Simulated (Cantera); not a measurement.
A perfectly stirred reactor is fed with CO : H2 : O2 : N2 = 1 : 1 : 0.667 : 3.87 (molar parts), equivalence ratio 1.5, at 7500 Torr; it is adiabatic with a 625 K inlet, and is followed from long to short residence time, starting on the burning branch (τ in s: 0.063, 0.026, 0.011, 0.0047, 0.002, 0.00084, 0.00035, 0.00015, 6.3e-05, 2.7e-05).

Computed with Cantera and GRI-Mech 3.0 (53 species, 325 reactions). The hydrogen kinetics of GRI-Mech 3.0 are dated; newer H2 mechanisms differ, most at raised pressure.

x: mole fraction; the columns are a selection and need not sum to one.

```
τ (s)    T (K)    x CO    x H2      x O2    x HO2         x O   x H2O2
-------  -----  ------  ------  --------  -------  ----------  -------
0.063     2186  0.0858  0.0276   3.06e-5  1.62e-8  (withheld)  6.54e-9
0.026     2184  0.0858  0.0276   5.59e-5  3.61e-8  (withheld)  1.17e-8
0.011     2181  0.0859  0.0276   9.84e-5  8.47e-8  (withheld)  2.23e-8
0.0047    2176  0.0859  0.0276  0.000172  2.01e-7  (withheld)  4.28e-8
0.0020    2169  0.0860  0.0277  0.000304  4.70e-7  (withheld)  8.00e-8
0.00084   2157  0.0863  0.0277  0.000547  1.06e-6  (withheld)  1.42e-7
0.00035   2139  0.0867  0.0279  0.000996  2.26e-6  (withheld)  2.39e-7
0.00015   2111  0.0876  0.0282   0.00177  4.46e-6  (withheld)  3.75e-7
6.3e-5    2067  0.0892  0.0287   0.00314  8.64e-6  (withheld)  5.81e-7
2.7e-5    2003  0.0919  0.0294   0.00538  1.62e-5  (withheld)  8.94e-7
```

Complete the blanks.


- 0.063, x O: 3.08e-6
- 0.026, x O: 5.45e-6
- 0.011, x O: 1.07e-5
- 0.0047, x O: 2.23e-5
- 0.0020, x O: 4.74e-5
- 0.00084, x O: 0.000101
- 0.00035, x O: 0.000214
- 0.00015, x O: 0.000428
- 6.3e-5, x O: 0.000832
- 2.7e-5, x O: 0.00149
